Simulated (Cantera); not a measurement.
Feed: 1 mol Fe, 0.47 mol HCl, 0.64 mol N2, equilibrated at 2.70 bar.

Method: chemical equilibrium by Gibbs-energy minimisation in Cantera with the NASA 1993 tables (ideal gas, pure condensed phases). Candidate condensed phases: Fe, FeCl2, FeCl3, NH4Cl; 18 gas species. Mutual solubility and eutectic melting of coexisting phases are not modelled. Equilibrium is a limit: real reactors are often held back by kinetics, nucleation or transport.

Problem. Which condensed phases are stable at each of these points (T (K)): 925, 1025, 1125, 1225, 1325, 1425, 1525, 1625?

Solution. 
| T (K) | condensed phases | Fe condensed (%) |
|---|---|---|
| 925 | Fe(α) + FeCl2(s) | 99.8 |
| 1025 | Fe(α) + FeCl2(l) | 98.5 |
| 1125 | Fe(α) + FeCl2(l) | 93.0 |
| 1225 | Fe(γ) | 86.2 |
| 1325 | Fe(γ) | 85.8 |
| 1425 | Fe(γ) | 85.4 |
| 1525 | Fe(γ) | 84.9 |
| 1625 | Fe(γ) | 84.5 |

At 925 K the condensed part is Fe(α) + FeCl2(s). From 1025 K to 1125 K the condensed part is Fe(α) + FeCl2(l). From 1225 K to 1625 K the condensed part is Fe(γ).
